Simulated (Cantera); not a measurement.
Cantera run, input and output.

```python
import numpy as np
import cantera as ct

gas = ct.Solution("gri30.yaml")
gas.TPX = 1175, 270000, {'C3H8': 1, 'O2': 9.26, 'N2': 34.8}
reactor = ct.IdealGasReactor(gas, energy="on", clone=False)
net = ct.ReactorNet([reactor])
net.rtol, net.atol = 1e-08, 1e-16
show = ['C3H8', 'O2', 'O', 'NO2', 'H2O', 'CH4']
times = np.geomspace(3e-06, 0.4, 15)

steps = ct.SolutionArray(gas, extra=["t"])
rows = []
print(f"{'t/s':>10s}{'T/K':>9s}{'P/Pa':>11s}" + "".join(f"{s:>11s}" for s in show))
for t in times:
    while net.time < t:
        t_next = net.step()
        steps.append(gas.state, t=t_next)
    rows.append([np.interp(t, steps.t, y) for y in (steps.T, steps.P, *steps(*show).X.T)])
    print(f"{t:10.3e}{rows[-1][0]:9.1f}{rows[-1][1]:11.4g}" + "".join(f"{x:11.3e}" for x in rows[-1][2:]))
rate = np.gradient(steps.T, steps.t)
print("integrator steps:", len(steps.t))
if steps.T.max() > steps.T[0] + 200:
    print(f"time of steepest temperature rise: {steps.t[rate.argmax()]:.4e} s")
gas.TPX = 1175, 270000, {'C3H8': 1, 'O2': 9.26, 'N2': 34.8}
gas.equilibrate("UV")
print(f"equilibrium (UV): T = {gas.T:.1f} K  " + "  ".join(f"{s} {gas[s].X[0]:.3e}" for s in show))
```

Result:

```
       t/s      T/K       P/Pa       C3H8         O2          O        NO2        H2O        CH4
 3.000e-06   1175.0    2.7e+05  2.219e-02  2.055e-01  3.498e-10  1.573e-25  5.140e-09  1.285e-09
 6.969e-06   1175.0    2.7e+05  2.219e-02  2.055e-01  4.206e-10  4.944e-24  2.057e-08  7.239e-09
 1.619e-05   1175.0    2.7e+05  2.219e-02  2.055e-01  5.402e-10  1.002e-22  7.650e-08  4.051e-08
 3.761e-05   1175.0    2.7e+05  2.219e-02  2.055e-01  9.301e-10  1.882e-21  3.665e-07  2.279e-07
 8.738e-05   1174.9    2.7e+05  2.218e-02  2.055e-01  2.371e-09  4.548e-20  2.529e-06  1.328e-06
 2.030e-04   1174.9    2.7e+05  2.214e-02  2.055e-01  5.768e-09  1.445e-18  1.849e-05  7.887e-06
 4.715e-04   1175.1  2.701e+05  2.202e-02  2.054e-01  6.750e-09  2.061e-17  7.544e-05  3.319e-05
 1.095e-03   1175.5  2.703e+05  2.170e-02  2.052e-01  8.118e-09  1.917e-16  2.247e-04  9.969e-05
 2.545e-03   1177.5   2.71e+05  2.077e-02  2.046e-01  1.374e-08  2.121e-15  7.190e-04  2.968e-04
 5.912e-03   2545.5  6.013e+05  5.313e-50  9.056e-02  2.230e-03  2.106e-06  8.145e-02  1.952e-18
 1.373e-02   2520.8  5.952e+05  2.794e-50  8.485e-02  1.927e-03  1.785e-05  8.190e-02  1.534e-18
 3.191e-02   2517.9  5.944e+05  2.581e-50  8.418e-02  1.893e-03  1.968e-05  8.195e-02  1.489e-18
 7.412e-02   2517.8  5.944e+05  2.580e-50  8.417e-02  1.893e-03  1.969e-05  8.195e-02  1.489e-18
 1.722e-01   2517.8  5.944e+05  2.580e-50  8.417e-02  1.893e-03  1.969e-05  8.195e-02  1.489e-18
 4.000e-01   2517.8  5.944e+05  2.580e-50  8.417e-02  1.893e-03  1.969e-05  8.195e-02  1.489e-18
integrator steps: 2156
time of steepest temperature rise: 5.5184e-03 s
equilibrium (UV): T = 2517.8 K  C3H8 4.779e-50  O2 8.417e-02  O 1.893e-03  NO2 1.969e-05  H2O 8.195e-02  CH4 2.192e-18
```

Model: GRI-Mech 3.0 (53 species, 325 reactions), integrated in Cantera. GRI-Mech 3.0 was tuned for natural gas; its chemistry of propane as a main component is partial and can be far from experiment.
